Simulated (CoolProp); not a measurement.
Vapour-liquid equilibrium of R114 (1) + n-hexane (2) at 279.4 K; x and y are mole fractions of (1).

Model: multi-fluid Helmholtz-energy mixture model, Platzer 1990 and Thol 2019; pair parameters Bell 2016, in CoolProp. This equation is an older, rougher fit; its heat capacities, sound speeds and derivatives of the liquid may be far off and weren't checked against measurements.

### Question
Give the bubble pressure and the first vapour's composition at x = 0.05, 0.35, 0.5. Is there an azeotrope?

### Answer
x = 0.05: 17.95 kPa, y = 0.553; x = 0.35: 58.41 kPa, y = 0.896; x = 0.5: 71.73 kPa, y = 0.928. No azeotrope shows between x = 0.05 and 0.95.

Pair parameters are fitted to limited data, so mixtures are less certain than the pure fluids.
